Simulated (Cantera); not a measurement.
A closed system holds: 1 mol TEOS, 5.8 mol O₃, 16 mol N₂O, equilibrated at 800 K and 0.00160 bar.

Cantera equilibrium calculation (NASA polynomials, part measured and part estimated; ideal gas, pure solids and liquids). Candidate condensed phases: C, C₆H₆, C₇H₈, C₈H₁₈, H₂O, Si, SiC, SiO₂, Si₂N₂O, Si₃N₄; 151 gas species. The feed counts by its element totals alone. Equilibrium is a limit: real reactors are often held back by kinetics, nucleation or transport.

Base state: N₂ 0.413, H₂O 0.258, CO₂ 0.207, O₂ 0.121 (mole fractions); condensed: SiO₂(α-quartz).

Problem. What changes in the equilibrium state with this change: TEOS replaced by SiF₄?

Solution. 
| species | before | after |
|---|---|---|
| O₂ | 0.121 | 0.496 |
| N₂ | 0.413 | 0.475 |
| SiF₄ | 0 | 0.0297 |
| H₂O | 0.258 | 0 |
| CO₂ | 0.207 | 0 |
| SiO₂(α-quartz), mol | 1.00 | 0 |
